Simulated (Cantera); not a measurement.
**Adiabatic ignition**

An adiabatic, constant-volume homogeneous reactor starts with 12.2 % CH4, 0.427 % H2, 16.3 % O2, 61.7 % N2, 9.38 % H2O, at 1298 K and 500000 Pa.

Detailed kinetics in Cantera: GRI-Mech 3.0 (53 species, 325 reactions).

```
t (s)     T (K)  P (bar)     x CH4     x H2      x O2       x O    x HCN
--------  -----  -------  --------  -------  --------  --------  -------
9.00e-6    1298     5.00     0.122  0.00427     0.163  2.01e-10   <1e-12
2.51e-5    1298     5.00     0.122  0.00427     0.163  5.71e-10   <1e-12
6.97e-5    1298     5.00     0.122  0.00427     0.163   2.40e-9   <1e-12
0.000194   1298     5.00     0.122  0.00426     0.163   1.07e-8   <1e-12
0.000540   1300     5.01     0.122  0.00425     0.163   1.77e-8   <1e-12
0.00150    1311     5.05     0.120  0.00439     0.162   4.11e-8   <1e-12
0.00419    2795     11.7  2.16e-11   0.0759  0.000370  0.000301  1.27e-7
0.0117     2795     11.7  2.16e-11   0.0759  0.000370  0.000301  1.27e-7
0.0325     2795     11.7  2.16e-11   0.0759  0.000370  0.000301  1.27e-7
0.0903     2795     11.7  2.16e-11   0.0759  0.000370  0.000301  1.27e-7
0.251      2795     11.7  2.16e-11   0.0759  0.000370  0.000301  1.27e-7
0.700      2795     11.7  2.16e-11   0.0759  0.000370  0.000301  1.27e-7
```
x: mole fraction; the columns are a selection and need not sum to one.

The time of steepest temperature rise is 2.87 ms and the temperature at 0.700 s is 2795 K. The equilibrium temperature is 2795 K and the x(CH4) at 0.700 s comes out as 2.16e-11 (gas-phase equilibrium 2.48e-11). The x(H2) at 0.700 s is 0.0759 (gas-phase equilibrium 0.0759) and the x(O2) at 0.700 s is 0.000370 (gas-phase equilibrium 0.000370).
